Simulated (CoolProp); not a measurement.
Toluene at 530.94 K and 3.09 MPa flows at 0.16 m/s in a round tube of 10 mm bore and 1.5 µm roughness, fully developed (64/Re and Nu = 3.66 if laminar; Colebrook and Gnielinski if turbulent). Each further row changes one setting.

Model: reference Helmholtz-energy equation of state, Lemmon 2006, in CoolProp. It is a short technical equation, of lower accuracy than the large ones.

```json
[
 {"case": "as stated", "Reynolds number": "9840", "Darcy friction factor": "0.0312", "pressure drop (Pa/m)": "23.8", "heat-transfer coefficient (W/(m² K))": "464", "mass flow (kg/h)": "26.9"},
 {"case": "velocity 0.32 m/s", "Reynolds number": "19700", "Darcy friction factor": "0.0263", "pressure drop (Pa/m)": "80.2", "heat-transfer coefficient (W/(m² K))": "859", "mass flow (kg/h)": "53.9"},
 {"case": "diameter 20 mm", "Reynolds number": "19700", "Darcy friction factor": "0.0261", "pressure drop (Pa/m)": "9.97", "heat-transfer coefficient (W/(m² K))": "428", "mass flow (kg/h)": "108"}
]
```

Viscosity comes from a separate model (Avgeri 2015). Thermal conductivity comes from a separate model (Assael 2012).
